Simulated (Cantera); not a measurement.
**Hydrocarbon pyrolysis for carbon deposition**

An isothermal, constant-pressure homogeneous reactor starts with CH4 : H2 = 1 : 1.6 (molar parts), at 1675 K and 130000 Pa.

Model: GRI-Mech 3.0 (53 species, 325 reactions), integrated in Cantera. GRI-Mech 3.0 stops at C3 and has no aromatics, soot or wall deposition, so with more carbon than oxygen in the feed, carbon stays in small species such as C2H2 where larger ones or solid carbon would form.

| t (s) | x CH4 | x H2 | x CH3 | x H | x CH2 |
|---|---|---|---|---|---|
| 0.000700 | 0.375 | 0.621 | 0.000701 | 5.77e-5 | 5.91e-8 |
| 0.00163 | 0.362 | 0.629 | 0.000679 | 5.86e-5 | 5.76e-8 |
| 0.00378 | 0.335 | 0.646 | 0.000632 | 6.06e-5 | 5.41e-8 |
| 0.00877 | 0.285 | 0.678 | 0.000545 | 6.44e-5 | 4.75e-8 |
| 0.0204 | 0.212 | 0.725 | 0.000417 | 7.07e-5 | 3.78e-8 |
| 0.0473 | 0.134 | 0.775 | 0.000276 | 7.91e-5 | 2.68e-8 |
| 0.110 | 0.0773 | 0.811 | 0.000169 | 8.76e-5 | 1.80e-8 |
| 0.255 | 0.0545 | 0.825 | 0.000124 | 9.25e-5 | 1.40e-8 |
| 0.592 | 0.0517 | 0.827 | 0.000118 | 9.33e-5 | 1.34e-8 |
| 1.38 | 0.0517 | 0.827 | 0.000118 | 9.33e-5 | 1.34e-8 |
| 3.19 | 0.0517 | 0.827 | 0.000118 | 9.33e-5 | 1.34e-8 |
| 7.42 | 0.0517 | 0.827 | 0.000118 | 9.33e-5 | 1.34e-8 |
| 17.2 | 0.0517 | 0.827 | 0.000118 | 9.33e-5 | 1.34e-8 |
| 40.0 | 0.0517 | 0.827 | 0.000118 | 9.33e-5 | 1.34e-8 |
x: mole fraction; the columns are a selection and need not sum to one.

Equilibrium at this temperature and pressure: CH4 0.0517, H2 0.827, CH3 0.000118, H 9.33e-5, CH2 1.34e-8 (gas phase only).
